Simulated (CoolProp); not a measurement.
A closed Brayton cycle with carbon dioxide: compressor inlet 311.15 K and 7.6 MPa, high pressure 19.5 MPa, turbine inlet 685 K, compressor efficiency 0.85, turbine efficiency 0.93, recuperator effectiveness 0.8 (on enthalpy, no pinch check). Each further row changes one setting.

Computed with CoolProp (reference Helmholtz-energy equation of state, Span 1996).

| case | thermal efficiency (%) | net work (kJ/kg) | compressor to turbine work | compressor exit (K) | turbine exit (K) |
|---|---|---|---|---|---|
| as stated | 26.9 | 63.1 | 0.39 | 381.7 | 581.1 |
| turbine inlet 635 K | 25.1 | 53.8 | 0.43 | 381.7 | … |
| compressor inlet 321.15 K | 25.6 | … | … | 401.2 | 581.1 |
| high pressure 16.6 MPa | 25.3 | … | 0.37 | 369.4 | 598.5 |
| recuperator effectiveness 0.5 | 20.8 | 63.1 | 0.39 | 381.7 | 581.1 |

Problem. Fill in the missing entries.

Solution. 
- turbine inlet 635 K, turbine exit (K): 535.2
- compressor inlet 321.15 K, net work (kJ/kg): 54.9
- compressor inlet 321.15 K, compressor to turbine work: 0.47
- high pressure 16.6 MPa, net work (kJ/kg): 55.0
